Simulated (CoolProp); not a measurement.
The numbers come from the reference Helmholtz-energy equation of state, Lemmon 2009 in CoolProp.

**Question.** For propane, give the phase and the speed of sound (m/s), viscosity (µPa s), conductivity (mW/(m K)) at 90.95 °C and 0.101 MPa.

**Answer.** 
- 90.95 °C and 0.101 MPa: gas; speed of sound 274, viscosity 9.89, conductivity 26.2

Viscosity comes from a separate model (Vogel 1998). Thermal conductivity comes from a separate model (Marsh 2002).
